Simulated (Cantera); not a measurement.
Charge: 1 mol B2H6, 0.85 mol O2, equilibrated at 1423.15 K and 113 Torr.

Equilibrium computed with Cantera from the NASA thermochemical tables; the gas is ideal and each condensed phase is pure. Candidate condensed phases: B, B2O3, B3O3H3, H2O; 23 gas species. The feed counts by its element totals alone. Mutual solubility and eutectic melting of coexisting phases are not modelled. The numbers say what is thermodynamically allowed, not how fast it happens.

Base state: H2 0.993, HBO 0.00382, B3O3H3 0.00267, B2O2 0.000136, HBO2 7.97e-5, B2O3 2.74e-5, H 1.71e-5 (mole fractions); condensed: B(s) + B2O3(l).

Question: What changes in the equilibrium state with this change: temperature from 1423.15 K to 1175 K?

Answer: 
```csv
species,before,after
H2,0.993,0.997
B3O3H3,0.00267,0.00262
HBO,0.00382,9.80e-5
B2O2,0.000136,2.23e-7
B2O3,2.74e-5,2.66e-8
HBO2,7.97e-5,9.33e-7
H,1.71e-5,3.16e-7
"B(s), mol",0.855,0.859
"B2O3(l), mol",0.554,0.559
```

Question: What changes in the equilibrium state with this change: temperature from 1423.15 K to 2398.15 K?

Answer: 
| species | before | after |
|---|---|---|
| H2 | 0.993 | 0.630 |
| HBO | 0.00382 | 0.167 |
| BO | 1.93e-6 | 0.0892 |
| H | 1.71e-5 | 0.0323 |
| B2O2 | 0.000136 | 0.0735 |
| B2O | 3.37e-9 | 0.00284 |
| B | <1e-9 | 0.000208 |
| BH | <1e-9 | 4.32e-5 |
| B3O3H3 | 0.00267 | 2.13e-7 |
| B(s), mol | 0.855 | 0 |
| B2O3(l), mol | 0.554 | 0 |
| B(l), mol | 0 | 0.293 |
The tables' values for BH2 are old estimates; treat these amounts as uncertain. Gases not in the tables: B2H6 and higher boranes.

Question: What changes in the equilibrium state with this change: 0.0041 mol HF added?

Answer: 
```json
[
 {"species": "H2", "before": "0.993", "after": "0.992"},
 {"species": "HBO", "before": "0.00382", "after": "0.00382"},
 {"species": "B3O3H3", "before": "0.00267", "after": "0.00266"},
 {"species": "BOF", "before": "0", "after": "0.00129"},
 {"species": "HF", "before": "0", "after": "3.65e-5"},
 {"species": "BHF2", "before": "0", "after": "1.15e-5"},
 {"species": "HBO2", "before": "7.97e-5", "after": "7.97e-5"},
 {"species": "B(s), mol", "before": "0.855", "after": "0.853"},
 {"species": "B2O3(l), mol", "before": "0.554", "after": "0.553"}
]
```
